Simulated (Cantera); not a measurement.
A Cantera script and what it prints.

```python
import numpy as np
import cantera as ct

gas_names = """
    H HO2 H2 H2O H2O2 Li LiH LiO LiOH Li2 Li2O Li2O2 Li2O2H2 O OH O2 O3
""".split()
cond_names = """
    H2O(s) H2O(L) Li(cr) Li(L) LiH(s) LiH(L) LiOH(s) LiOH(L) Li2O(s) Li2O(L)
""".split()


# ... load() reads the species with a 1 bar reference pressure and builds the phases ...
atoms = {
    'LiOH': {'Li': 1, 'O': 1, 'H': 1},
    'H2': {'H': 2},
}
top_T = {}  # K; cautious upper limits of use, not melting points


# ... equilibrate(T, P, feed) seeds the gas with the atoms and calls Mixture.equilibrate('TP', solver="vcs", rtol=1e-11, max_steps=5000) ...
results = []
feed = {'LiOH': 1, 'H2': 0.043}  # mol
T = 1323  # K
P = 100000  # Pa
mix = equilibrate(T, P, feed)
results.append((T, P, feed, dict(zip(mix.species_names, mix.species_moles))))
print(gas.report(threshold=0.001))
for i in range(1, mix.n_phases):
    print(f"{mix.phase(i).name:16s} {mix.phase_moles(i):12.5e} mol")
```

Output:

```
       temperature   1323 K
          pressure   1e+05 Pa
           density   0.15261 kg/m^3
  mean mol. weight   16.787 kg/kmol
   phase of matter   gas

                          1 kg             1 kmol
                     ---------------   ---------------
          enthalpy        -1.093e+07       -1.8347e+08  J
   internal energy       -1.1585e+07       -1.9447e+08  J
           entropy             14424        2.4213e+05  J/K
    Gibbs function       -3.0012e+07       -5.0381e+08  J
 heat capacity c_p            2644.5             44393  J/K
 heat capacity c_v            2149.2             36078  J/K

                      mass frac. Y      mole frac. X     chem. pot. / RT
                     ---------------   ---------------   ---------------
                H2         0.0094895          0.079017           -20.783
               H2O           0.98333           0.91629           -47.883
              LiOH         0.0062138         0.0043558           -56.421
     [  +14 minor]        0.00096272        0.00033821

Li(L)             0.00000e+00 mol
LiH(L)            0.00000e+00 mol
LiOH(L)           0.00000e+00 mol
Li2O(s)           4.98631e-01 mol
```

Cantera equilibrium calculation (NASA polynomials, part measured and part estimated; ideal gas, pure solids and liquids).
